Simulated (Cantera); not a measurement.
Ignition delay

Mixture: CH₃OH : O₂ : N₂ = 1 : 0.833 : 5.58 (molar parts), equivalence ratio 1.8, at 10.0 bar, adiabatic and at constant pressure. Ignition delay is the time to a rise of 400 K.

Cantera simulation using GRI-Mech 3.0 (53 species, 325 reactions); the numbers are that mechanism's predictions, not measurements. GRI-Mech 3.0 was tuned for natural gas; its chemistry of methanol as a main component is partial and can be far from experiment.

```
T0 (K)  delay (ms)
------  ----------
1050          27.2
1100          9.42
1150          3.59
1200          1.49
1250         0.665
1300         0.319
1350         0.163
```

The apparent activation energy between 1250 and 1350 K is 200 kJ/mol.
